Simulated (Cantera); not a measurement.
An adiabatic, constant-volume homogeneous reactor starts with CH4 : H2 : O2 : N2 = 1 : 1.1 : 2.63 : 9.88 (molar parts), at 1425 K and 6680 Torr. Integrator tolerance rtol = 1e-08.

Computed with Cantera and GRI-Mech 3.0 (53 species, 325 reactions). Above 3000 K some thermodynamic fits are extrapolated.

Question: What does this change do: initial temperature 1425 to 1675 K?

Answer: 
| quantity | before | after |
|---|---|---|
| time of steepest temperature rise | 27.8 µs | 7.40 µs |
| temperature at 0.300 s | 3086 K | 3168 K |
| equilibrium temperature | 3086 K | 3168 K |
| x(CH4) at 0.300 s | <1e-12 (gas-phase equilibrium <1e-12) | <1e-12 (gas-phase equilibrium <1e-12) |
| x(H2) at 0.300 s | 0.0188 (gas-phase equilibrium 0.0188) | 0.0231 (gas-phase equilibrium 0.0231) |
| x(O2) at 0.300 s | 0.0169 (gas-phase equilibrium 0.0169) | 0.0189 (gas-phase equilibrium 0.0189) |
| x(NO2) at 0.300 s | 9.43e-6 (gas-phase equilibrium 9.43e-6) | 1.02e-5 (gas-phase equilibrium 1.02e-5) |
| x(H2O) at 0.300 s | 0.179 (gas-phase equilibrium 0.179) | 0.169 (gas-phase equilibrium 0.169) |
| x(H) at 0.300 s | 0.00641 (gas-phase equilibrium 0.00641) | 0.00957 (gas-phase equilibrium 0.00957) |

Question: What does this change do: pressure from 6680 Torr to 9000 Torr?

Answer: 
| quantity | before | after |
|---|---|---|
| time of steepest temperature rise | 27.8 µs | 22.3 µs |
| temperature at 0.300 s | 3086 K | 3111 K |
| equilibrium temperature | 3086 K | 3111 K |
| x(CH4) at 0.300 s | <1e-12 (gas-phase equilibrium <1e-12) | <1e-12 (gas-phase equilibrium <1e-12) |
| x(H2) at 0.300 s | 0.0188 (gas-phase equilibrium 0.0188) | 0.0179 (gas-phase equilibrium 0.0179) |
| x(O2) at 0.300 s | 0.0169 (gas-phase equilibrium 0.0169) | 0.0163 (gas-phase equilibrium 0.0163) |
| x(NO2) at 0.300 s | 9.43e-6 (gas-phase equilibrium 9.43e-6) | 1.07e-5 (gas-phase equilibrium 1.07e-5) |
| x(H2O) at 0.300 s | 0.179 (gas-phase equilibrium 0.179) | 0.181 (gas-phase equilibrium 0.181) |
| x(H) at 0.300 s | 0.00641 (gas-phase equilibrium 0.00641) | 0.00578 (gas-phase equilibrium 0.00578) |
The pressure lies above the range GRI-Mech 3.0 was tuned for (to about 10 atm).
